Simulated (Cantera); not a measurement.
A freely propagating, adiabatic, planar premixed flame of 7.76 % CH4, 1.01 % C2H6, 1.47 % C3H8, 18.9 % O2, 70.9 % N2, equivalence ratio 1.4, unburnt at 525 K and 0.133 bar; multicomponent+Soret transport, grid criteria slope 0.08 and curve 0.16, no radiation.

Model: GRI-Mech 3.0 (53 species, 325 reactions), integrated in Cantera. GRI-Mech 3.0 was tuned for natural gas; its chemistry of propane as a main component is partial and can be far from experiment. Burning velocities carry a grid error of a few per cent, more on coarse grids.

x: mole fraction of selected species; z is measured from the peak of heat release.

```json
[
 {"z (mm)": "-7.02", "T (K)": "525", "u (m/s)": "1.02", "x CH4": "0.0774", "x C2H6": "0.0101", "x C3H8": "0.0147", "x CO": "3.87e-6", "x CH2": "<1e-8", "x NO": "<1e-8"},
 {"z (mm)": "-4.68", "T (K)": "527", "u (m/s)": "1.03", "x CH4": "0.0769", "x C2H6": "0.0100", "x C3H8": "0.0147", "x CO": "6.40e-5", "x CH2": "<1e-8", "x NO": "<1e-8"},
 {"z (mm)": "-3.51", "T (K)": "537", "u (m/s)": "1.05", "x CH4": "0.0758", "x C2H6": "0.0100", "x C3H8": "0.0147", "x CO": "0.000390", "x CH2": "<1e-8", "x NO": "[?]"},
 {"z (mm)": "-2.34", "T (K)": "615", "u (m/s)": "1.22", "x CH4": "0.0706", "x C2H6": "0.00988", "x C3H8": "0.0145", "x CO": "0.00340", "x CH2": "<1e-8", "x NO": "[?]"},
 {"z (mm)": "-1.17", "T (K)": "1044", "u (m/s)": "2.14", "x CH4": "0.0503", "x C2H6": "0.00810", "x C3H8": "0.00914", "x CO": "0.0260", "x CH2": "6.27e-7", "x NO": "[?]"},
 {"z (mm)": "-0.585", "T (K)": "1428", "u (m/s)": "3.01", "x CH4": "0.0298", "x C2H6": "0.00352", "x C3H8": "0.00224", "x CO": "0.0532", "x CH2": "1.91e-5", "x NO": "[?]"},
 {"z (mm)": "0", "T (K)": "1769", "u (m/s)": "3.81", "x CH4": "0.00979", "x C2H6": "0.000270", "x C3H8": "4.52e-5", "x CO": "0.0810", "x CH2": "9.48e-5", "x NO": "[?]"},
 {"z (mm)": "0.585", "T (K)": "1948", "u (m/s)": "4.22", "x CH4": "0.00165", "x C2H6": "3.50e-6", "x C3H8": "4.55e-8", "x CO": "0.0921", "x CH2": "8.04e-5", "x NO": "[?]"},
 {"z (mm)": "1.17", "T (K)": "2006", "u (m/s)": "4.35", "x CH4": "0.000197", "x C2H6": "4.04e-8", "x C3H8": "<1e-8", "x CO": "0.0910", "x CH2": "2.24e-5", "x NO": "[?]"},
 {"z (mm)": "2.34", "T (K)": "2028", "u (m/s)": "4.38", "x CH4": "2.89e-6", "x C2H6": "<1e-8", "x C3H8": "<1e-8", "x CO": "0.0847", "x CH2": "7.48e-7", "x NO": "[?]"},
 {"z (mm)": "4.68", "T (K)": "2036", "u (m/s)": "4.39", "x CH4": "<1e-8", "x C2H6": "<1e-8", "x C3H8": "<1e-8", "x CO": "0.0806", "x CH2": "<1e-8", "x NO": "7.26e-5"},
 {"z (mm)": "9.36", "T (K)": "2043", "u (m/s)": "4.40", "x CH4": "<1e-8", "x C2H6": "<1e-8", "x C3H8": "<1e-8", "x CO": "0.0799", "x CH2": "<1e-8", "x NO": "7.76e-5"},
 {"z (mm)": "18.7", "T (K)": "2055", "u (m/s)": "4.42", "x CH4": "<1e-8", "x C2H6": "<1e-8", "x C3H8": "<1e-8", "x CO": "0.0801", "x CH2": "<1e-8", "x NO": "7.99e-5"}
]
```

Problem. Some entries are withheld; supply them.

Solution. 
- -3.51, x NO: 4.41e-8
- -2.34, x NO: 4.33e-7
- -1.17, x NO: 3.67e-6
- -0.585, x NO: 8.01e-6
- 0, x NO: 1.58e-5
- 0.585, x NO: 2.83e-5
- 1.17, x NO: 4.19e-5
- 2.34, x NO: 5.99e-5
